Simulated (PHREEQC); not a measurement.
# Spent oxide etchant

Solution (25 °C): 0.38 mol HF, 7.9e-05 mol H2SiF6 and 0.0027 mol HBF4 per kg of water. Closed to the air; pH follows from the charge balance.

The numbers come from PHREEQC with the ion-association model, phreeqc.dat.

The pH comes out as 1.61 and the ionic strength is 0.0282 mol/kgw. The activity of water comes out as 0.993. The total alkalinity is -391 meq/kg.

```json
[
 {"species": "HF", "molality": "0.341", "activity": "0.343", "log γ": "0.003"},
 {"species": "H+", "molality": "0.0281", "activity": "0.0246", "log γ": "-0.057"},
 {"species": "HF2-", "molality": "0.0143", "activity": "0.0122", "log γ": "-0.069"},
 {"species": "F-", "molality": "0.0109", "activity": "0.00928", "log γ": "-0.072"},
 {"species": "BF4-", "molality": "0.00270", "activity": "0.00230", "log γ": "-0.069"},
 {"species": "SiF6-2", "molality": "7.90e-5", "activity": "4.26e-5", "log γ": "-0.268"},
 {"species": "BF3OH-", "molality": "2.88e-6", "activity": "2.45e-6", "log γ": "-0.069"}
]
```

No solid was allowed to form. SiF6-2 is the database's only silicon fluoride. Real BF4- forms and hydrolyses slowly; the run takes it at equilibrium.
